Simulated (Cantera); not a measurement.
Diamond growth

A diamond (100) surface in a fixed gas of H2 with x(CH4) = 0.02, x(H) = 0.0038, at 1250 K, 120 Torr; coverages are run to steady state.

Cantera simulation using the Harris–Goodwin 1993 mechanism for the reconstructed diamond (100) surface; the numbers are that mechanism's predictions, not measurements.

```json
[
 {"x(CH3)": "1e-06", "growth (µm/h)": "0.0638", "θ c6HH": "0.415", "θ c6H*": "0.0436", "θ c6*H": "0.507", "θ c6**": "0.0349", "θ c6HM": "1.53e-5"},
 {"x(CH3)": "2.7e-06", "growth (µm/h)": "0.172", "θ c6HH": "0.415", "θ c6H*": "0.0436", "θ c6*H": "0.507", "θ c6**": "0.0349", "θ c6HM": "4.13e-5"},
 {"x(CH3)": "7.4e-06", "growth (µm/h)": "0.472", "θ c6HH": "0.415", "θ c6H*": "0.0436", "θ c6*H": "0.506", "θ c6**": "0.0348", "θ c6HM": "0.000113"},
 {"x(CH3)": "2e-05", "growth (µm/h)": "1.27", "θ c6HH": "0.415", "θ c6H*": "0.0436", "θ c6*H": "0.506", "θ c6**": "0.0348", "θ c6HM": "0.000306"},
 {"x(CH3)": "5.5e-05", "growth (µm/h)": "3.50", "θ c6HH": "0.414", "θ c6H*": "0.0435", "θ c6*H": "0.506", "θ c6**": "0.0347", "θ c6HM": "0.000840"},
 {"x(CH3)": "0.00015", "growth (µm/h)": "9.48", "θ c6HH": "0.413", "θ c6H*": "0.0434", "θ c6*H": "0.504", "θ c6**": "0.0344", "θ c6HM": "0.00228"},
 {"x(CH3)": "0.00041", "growth (µm/h)": "25.5", "θ c6HH": "0.411", "θ c6H*": "0.0431", "θ c6*H": "0.501", "θ c6**": "0.0336", "θ c6HM": "0.00615"},
 {"x(CH3)": "0.0011", "growth (µm/h)": "65.8", "θ c6HH": "0.404", "θ c6H*": "0.0423", "θ c6*H": "0.491", "θ c6**": "0.0317", "θ c6HM": "0.0159"},
 {"x(CH3)": "0.003", "growth (µm/h)": "162", "θ c6HH": "0.388", "θ c6H*": "0.0402", "θ c6*H": "0.467", "θ c6**": "0.0274", "θ c6HM": "0.0399"}
]
```
θ: site fractions in the mechanism's names (c6HH fully hydrogenated, c6H* and c6*H radical sites, c6** diradical, c6HM methylated).
